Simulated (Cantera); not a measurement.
## Reactions in the system H-N-O-Zr

Source: NASA polynomial tables (part measured, part estimated), evaluated in Cantera. Values are per mole of reaction as written; species without (g) are pure solids or liquids, kept so even where they would boil at 1 bar. ZrN: taken at fixed stoichiometry.

3 H2O2(g) + 2 ZrN = 3 H2(g) + 2 NO(g) + 2 ZrO2(g)

```csv
T (K),ΔH° (kJ),ΔS° (J/K),ΔG° (kJ),log10 K
548,753.7,590.3,430.1,-41.00
573,753.7,590.4,415.4,-37.87
598,753.7,590.4,400.6,-34.99
623,753.7,590.4,385.9,-32.35
648,753.6,590.2,371.1,-29.91
673,753.4,590.0,356.3,-27.66
698,753.2,589.7,341.6,-25.56
723,753.0,589.4,326.9,-23.61
748,752.8,589.1,312.1,-21.80
773,752.5,588.8,297.4,-20.10
```
